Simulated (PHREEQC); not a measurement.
## Reverse-osmosis permeate

Model water analysis in mmol/kgw, 25 °C, pH 6.16, pe 10.3:

```tsv
constituent	mmol/kgw
Na	0.036
K	0.0892
Ca	0.0616
Mg	0.0788
Cl	0.133
S(6)	0.0608
Alkalinity (meq/kgw)	0.154
Br	4.92e-05
```

Valence states are taken as typed.

Computed with PHREEQC (ion-association model, phreeqc.dat).

This is a speciation only: nothing precipitates in the calculation.

### Question
What charge-balance error does the model give?

### Answer
charge-balance error -0.3 %.

### Question
In which forms is S present?

### Answer
SO4-2 98 %, MgSO4 1.4 %, CaSO4 0.8 % of the S.
